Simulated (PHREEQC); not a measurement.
Dissolve 0.0036 mol/kgw CdCl2, 0.00011 mol/kgw ZnCl2 and 0.0023 mol/kgw NaF at 20 °C. It is in equilibrium with CO2 at log p = -3.4 (atm). Otherwise closed; pH follows from the charge balance.

Equilibrium calculation in PHREEQC: ion-association model, phreeqc.dat.

This is a speciation only: nothing precipitates in the calculation.

Problem. Order these C species by the share of C that they hold, largest first: ZnHCO3+, CO2, HCO3-, CdHCO3+.

Solution. CO2 (75 %), HCO3- (24 %), CdHCO3+ (1.2 %), ZnHCO3+ (0.21 %)

The pH is 5.84 and the ionic strength 0.0113 mol/kgw.
